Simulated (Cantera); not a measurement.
Input: 1 mol CH3OH, 0.013 mol NH3, 0.24 mol N2, held at 1625 °C and 120 Pa.

Equilibrium computed with Cantera from the NASA thermochemical tables; the gas is ideal and each condensed phase is pure. Candidate condensed phases: C, C6H6, C7H8, C8H18, H2O; 136 gas species. Rates play no part.

Base state: H2 0.604, CO 0.303, N2 0.0748, H 0.0175 (mole fractions); condensed: gas only.

**Question.** What changes in the equilibrium state with this change: pressure from 120 Pa to 47000 Pa?

**Answer.** 
```csv
species,before,after
H2,0.604,0.617
CO,0.303,0.306
N2,0.0748,0.0754
H,0.0175,0.000896
H2O,8.72e-6,0.000182
CO2,1.04e-6,2.15e-5
HCN,9.33e-6,0.000183
```
